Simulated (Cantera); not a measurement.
Thermodynamics of silicon nitride deposition, feed trisilylamine + NH₃ + N₂

A closed system holds: 1 mol trisilylamine, 35 mol NH₃, 16 mol N₂, held at 1.00 bar.

Method: chemical equilibrium by Gibbs-energy minimisation in Cantera with the NASA 1993 tables (ideal gas, pure condensed phases). Candidate condensed phases: Si, Si₃N₄; 18 gas species. The feed counts by its element totals alone. Gases not in the tables: Si₂H₆ and higher silanes. Rates play no part.

```
T (K)  log p H₂  log p N₂  log p NH₃  log p H  log p SiH₂  log p Si  log p SiH  log p SiN  n Si₃N₄(s)
-----  --------  --------  ---------  -------  ----------  --------  ---------  ---------  ----------
773       -0.19     -0.44      -2.92     <-12        <-12      <-12       <-12       <-12        1.00
923       -0.19     -0.44      -3.51    -9.71        <-12      <-12       <-12       <-12        1.00
1073      -0.19     -0.44      -3.94    -7.95        <-12      <-12       <-12       <-12        1.00
1223      -0.19     -0.44      -4.28    -6.62        <-12      <-12       <-12       <-12        1.00
1373      -0.19     -0.44      -4.54    -5.57      -10.17      <-12       <-12       <-12        1.00
1523      -0.19     -0.44      -4.75    -4.73       -8.35    -10.20      -9.83     -10.36        1.00
1673      -0.19     -0.44      -4.92    -4.04       -6.86     -8.08      -7.95      -8.48       1.000
1823      -0.19     -0.44      -5.07    -3.46       -5.61     -6.32      -6.39      -6.93       1.000
1973      -0.19     -0.44      -5.19    -2.97       -4.57     -4.83      -5.07      -5.61       0.998
```
log p: log10 of the partial pressure in bar; n: condensed amount in mol.

From 773 K to 1973 K the condensed part is Si₃N₄(s).
